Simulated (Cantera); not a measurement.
Input: 1 mol SiH2Cl2, 0.53 mol NO, 1.8 mol N2, equilibrated at 1550 K and 0.650 bar.

These are equilibrium values from Cantera (NASA tables, ideal gas, pure condensed phases), not measurements of a reactor. Candidate condensed phases: H2O, NH4Cl, Si, SiO2, Si2N2O, Si3N4; 47 gas species. Mutual solubility and eutectic melting of coexisting phases are not modelled. The tables' values for SiCl3 are old estimates; treat these amounts as uncertain. The tables hold silica as quartz up to 1696 K and as liquid above; real silica turns to tridymite and cristobalite and melts near 1996 K. Rates play no part.

Base state: N2 0.463, HCl 0.451, H2 0.0561, SiCl4 0.0249, SiCl3 0.00319, SiCl2 0.00114, SiHCl3 0.000381, Cl 5.94e-5 (mole fractions); condensed: SiO2(β-quartz) + Si2N2O(s).

Problem. What changes in the equilibrium state with this change: temperature from 1550 K to 1623.15 K?

Solution. 
```json
[
 {"species": "N2", "before": "0.463", "after": "0.465"},
 {"species": "HCl", "before": "0.451", "after": "0.442"},
 {"species": "H2", "before": "0.0561", "after": "0.0597"},
 {"species": "SiCl3", "before": "0.00319", "after": "0.00578"},
 {"species": "SiCl4", "before": "0.0249", "after": "0.0236"},
 {"species": "SiO", "before": "1.87e-5", "after": "0.000107"},
 {"species": "SiCl2", "before": "0.00114", "after": "0.00330"},
 {"species": "SiO2(β-quartz), mol", "before": "0.0549", "after": "0.0592"},
 {"species": "Si2N2O(s), mol", "before": "0.420", "after": "0.411"}
]
```

Problem. What changes in the equilibrium state with this change: temperature from 1550 K to 2073.15 K?

Solution. 
| species | before | after |
|---|---|---|
| N2 | 0.463 | 0.451 |
| HCl | 0.451 | 0.219 |
| SiO | 1.87e-5 | 0.116 |
| SiCl2 | 0.00114 | 0.0926 |
| SiCl4 | 0.0249 | 0.000887 |
| H2 | 0.0561 | 0.108 |
| SiCl | 3.57e-9 | 0.000165 |
| Si | <1e-9 | 1.45e-5 |
| H | 9.25e-6 | 0.00107 |
| Cl | 5.94e-5 | 0.00161 |
| SiO2(β-quartz), mol | 0.0549 | 0 |
| Si2N2O(s), mol | 0.420 | 0 |
The tables' values for SiCl3, SiCl are old estimates; treat these amounts as uncertain.
